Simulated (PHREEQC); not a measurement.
A solution holds 1.3 mmol/kgw HF, 15 mmol/kgw NaF, 0.13 mmol/kgw H2SiF6 and 0.055 mmol/kgw HCl, at 25 °C. Closed to the air; pH follows from the charge balance.

Computed with PHREEQC (ion-association model, wateq4f.dat).

### Question
The ionic strength comes out as 0.0151 mol/kgw. What activity coefficients do F-, Na+, H+, SiF6-2, Cl- get?

### Answer
F- 0.88, Na+ 0.89, H+ 0.90, SiF6-2 0.62, Cl- 0.88.

This is a speciation only: nothing precipitates in the calculation. Complexes and solids missing from the database can't appear. SiF6-2 is the database's only silicon fluoride.
